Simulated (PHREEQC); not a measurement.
Synthetic water in mg/L, 86 °C, pH 6.38, pe 8.7: Na 6.33; K 2.57; Ca 3.86; Mg 2.43; Cl 9.66; S(6) as SO4 3.51; Alkalinity as HCO3 23.1; Ba 0.0335; Cd 0.975; Zn 0.00579.

Valence states are taken as typed.

Model: ion-association model, wateq4f.dat, run in PHREEQC.

Precipitation was switched off in this run.

### Question
Estimate the charge-balance error.

### Answer
charge-balance error 1.9 %.

### Question
In which forms is Zn present?

### Answer
Zn+2 85 %, ZnOH+ 9.3 %, ZnHCO3+ 3.5 %, ZnCO3 0.9 %, ZnSO4 0.7 % of the Zn.

Away from 25 °C the constants follow the database's enthalpies or fits; those with neither stay at their 25 °C values.
